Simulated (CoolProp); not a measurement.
The fluid at 420.32 K and 0.626 MPa flows at 3.9 m/s in a round tube of 1 mm bore and 0.25 µm roughness, fully developed (64/Re and Nu = 3.66 if laminar; Colebrook and Gnielinski if turbulent). The same conditions are run with several fluids, on thermodynamics alone (safety and materials aside).

Computed with CoolProp (reference Helmholtz-energy equation of state of each fluid (C3F8 (R218): Lemmon 2006; oxygen: Schmidt 1985; CH2F2 (R32): Tillner-Roth 1997; R404A: Lemmon 2003)). Blends and air are pseudo-pure fits.

```csv
fluid,Reynolds number,Darcy friction factor,pressure drop (Pa/m),heat-transfer coefficient (W/(m² K)),mass flow (kg/h)
C3F8 (R218),…,0.0334,8890,569,0.386
oxygen,…,0.0771,3360,131,0.0632
CH2F2 (R32),1990,…,2330,…,0.105
R404A,…,0.0398,5460,327,0.199
```

Q: What belongs in the gaps?

A: 
- C3F8 (R218), Reynolds number: 7770
- oxygen, Reynolds number: 830
- CH2F2 (R32), Darcy friction factor: 0.0321
- CH2F2 (R32), heat-transfer coefficient (W/(m² K)): 94.2
- R404A, Reynolds number: 4130

Above 300 K oxygen's equation is extrapolated.

Transport values come from each fluid's own correlations; those of C3F8 (R218), CH2F2 (R32) are estimates that may be off by 10 % or more.
